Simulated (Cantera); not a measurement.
Mixture: CO : H₂ : CH₄ : O₂ : N₂ = 1 : 0.16 : 0.13 : 0.4 : 1.5 (molar parts), at 1.01 bar, adiabatic and at constant pressure. Ignition delay is the time to a rise of 400 K.

Computed with Cantera and GRI-Mech 3.0 (53 species, 325 reactions).

Task: Predict: delay at 1175 K; delay at 1325 K; delay at 1475 K; delay at 1625 K; delay at 1775 K; apparent activation energy between 1625 and 1775 K.

Result: 
```
Item                                                    Value
--------------------------------------------------  ---------
delay at 1175 K                                      0.921 ms
delay at 1325 K                                      0.291 ms
delay at 1475 K                                      0.120 ms
delay at 1625 K                                       61.7 µs
delay at 1775 K                                       35.8 µs
apparent activation energy between 1625 and 1775 K  87 kJ/mol
```
